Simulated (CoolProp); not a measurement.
A Linde-Hampson liquefier for methane: isothermal reversible compression at 200 K from 1 atm to 5 MPa, throttling to 1 atm, return gas leaving the recuperator 5 K below the feed. Each further row changes one setting.

Computed with CoolProp (reference Helmholtz-energy equation of state, Setzmann 1991).

```tsv
case	liquid yield per pass	compression work (kJ/kg of gas)
as stated	0.209	367
high pressure 10 MPa	0.478	393
warm-end temperature 230 K	0.105	439
warm-end gap 10 K	0.197	367
```
